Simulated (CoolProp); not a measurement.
Octamethyltrisiloxane (MDM) at several states: density (kg/m³) from the reference equation and from simpler models built on Tc = 292.2 °C, pc = 1438 kPa, ω = 0.528; each cubic takes its own stable root.

The numbers come from the reference Helmholtz-energy equation of state, Thol 2017 in CoolProp.

```
T (°C)  p (kPa)   phase  reference
------  -------  ------  ---------
-12.55     5910  liquid      858.8
290.25     14.4     gas     0.7296
-80.25     4270  liquid      921.6
98.15       118  liquid      739.0
-51.75     35.8  liquid      890.7
161.85     3440  liquid      678.4
```

How far does each simpler model (Redlich-Kwong, Soave-Redlich-Kwong, Peng-Robinson) lie from the reference over these 6 states: mean and median of the absolute difference, and the worst?


- Redlich-Kwong: mean 12.6 %, median 15.0 %, worst -16.5 % at -80.25 °C and 4270 kPa
- Soave-Redlich-Kwong: mean 9.4 %, median 10.3 %, worst -14.7 % at -80.25 °C and 4270 kPa
- Peng-Robinson: mean 2.7 %, median 2.9 %, worst -4.7 % at -80.25 °C and 4270 kPa
